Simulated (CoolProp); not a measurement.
Aqueous magnesium chloride as a coolant, 28 % by mass, freezing at -74.7 °C, 1 atm.

Values from CoolProp's Melinder's fits for secondary coolants.

```csv
T (°C),cp (kJ/(kg K)),viscosity (mPa s),Prandtl number,conductivity (W/(m K))
-37.5,2.723,28100,219000,0.348
-28.7,2.718,11700,84800,0.376
-19.9,2.717,4940,33300,0.403
-11.1,2.718,2150,13600,0.428
-2.3,2.718,?,5940,0.452
6.5,2.715,494,2820,?
15.2,2.707,277,1510,0.496
24,2.691,176,?,0.517
32.8,2.665,132,?,?
```

Task: Fill in the missing entries.

Result: 
- -2.3, viscosity (mPa s): 987
- 6.5, conductivity (W/(m K)): 0.475
- 24, Prandtl number: 917
- 32.8, Prandtl number: 654
- 32.8, conductivity (W/(m K)): 0.537
